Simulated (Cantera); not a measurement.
Cantera run, input and output.

```python
import numpy as np
import cantera as ct

gas = ct.Solution("gri30.yaml")
gas.TPX = 1025, 500000, {'CH4': 1, 'O2': 1.67, 'N2': 6.27}
reactor = ct.IdealGasReactor(gas, energy="on", clone=False)
net = ct.ReactorNet([reactor])
net.rtol, net.atol = 1e-08, 1e-16
show = ['CH4', 'O2', 'HCO', 'O', 'C2H4', 'C2H6', 'NO']
times = np.geomspace(3e-06, 0.5, 12)

steps = ct.SolutionArray(gas, extra=["t"])
rows = []
print(f"{'t/s':>10s}{'T/K':>9s}{'P/Pa':>11s}" + "".join(f"{s:>11s}" for s in show))
for t in times:
    while net.time < t:
        t_next = net.step()
        steps.append(gas.state, t=t_next)
    rows.append([np.interp(t, steps.t, y) for y in (steps.T, steps.P, *steps(*show).X.T)])
    print(f"{t:10.3e}{rows[-1][0]:9.1f}{rows[-1][1]:11.4g}" + "".join(f"{x:11.3e}" for x in rows[-1][2:]))
rate = np.gradient(steps.T, steps.t)
print("integrator steps:", len(steps.t))
if steps.T.max() > steps.T[0] + 200:
    print(f"time of steepest temperature rise: {steps.t[rate.argmax()]:.4e} s")
gas.TPX = 1025, 500000, {'CH4': 1, 'O2': 1.67, 'N2': 6.27}
gas.equilibrate("UV")
print(f"equilibrium (UV): T = {gas.T:.1f} K  " + "  ".join(f"{s} {gas[s].X[0]:.3e}" for s in show))
```

It prints:

```
       t/s      T/K       P/Pa        CH4         O2        HCO          O       C2H4       C2H6         NO
 3.000e-06   1025.0      5e+05  1.119e-01  1.868e-01  1.508e-20  1.217e-14  2.303e-19  5.842e-17  1.161e-26
 8.950e-06   1025.0      5e+05  1.119e-01  1.868e-01  1.342e-19  3.671e-14  8.450e-18  1.507e-15  1.099e-25
 2.670e-05   1025.0      5e+05  1.119e-01  1.868e-01  1.223e-18  1.108e-13  2.647e-16  4.088e-14  1.020e-24
 7.966e-05   1025.0      5e+05  1.119e-01  1.868e-01  1.104e-17  3.392e-13  7.328e-15  1.076e-12  9.207e-24
 2.377e-04   1025.0      5e+05  1.119e-01  1.868e-01  1.066e-16  1.092e-12  2.187e-13  3.155e-11  8.730e-23
 7.091e-04   1025.0      5e+05  1.119e-01  1.868e-01  1.188e-15  4.021e-12  7.464e-12  1.070e-09  9.236e-22
 2.115e-03   1025.0      5e+05  1.119e-01  1.868e-01  1.892e-14  1.725e-11  3.482e-10  4.942e-08  1.366e-20
 6.311e-03   1025.0      5e+05  1.118e-01  1.868e-01  2.100e-13  3.498e-11  7.337e-09  9.726e-07  1.708e-19
 1.883e-02   1025.2  5.001e+05  1.118e-01  1.868e-01  1.130e-12  4.977e-11  5.535e-08  5.706e-06  1.031e-18
 5.617e-02   1026.6  5.008e+05  1.116e-01  1.866e-01  9.457e-12  1.380e-10  7.543e-07  3.768e-05  1.025e-17
 1.676e-01   2911.8  1.494e+06  1.129e-12  2.970e-03  3.692e-07  1.176e-03  1.953e-19  2.468e-24  4.685e-03
 5.000e-01   2911.8  1.494e+06  1.129e-12  2.970e-03  3.692e-07  1.176e-03  1.953e-19  2.468e-24  4.685e-03
integrator steps: 2672
time of steepest temperature rise: 1.2752e-01 s
equilibrium (UV): T = 2911.8 K  CH4 1.343e-12  O2 2.970e-03  HCO 3.692e-07  O 1.176e-03  C2H4 2.098e-19  C2H6 3.288e-24  NO 4.685e-03
```

Computed with Cantera and GRI-Mech 3.0 (53 species, 325 reactions).
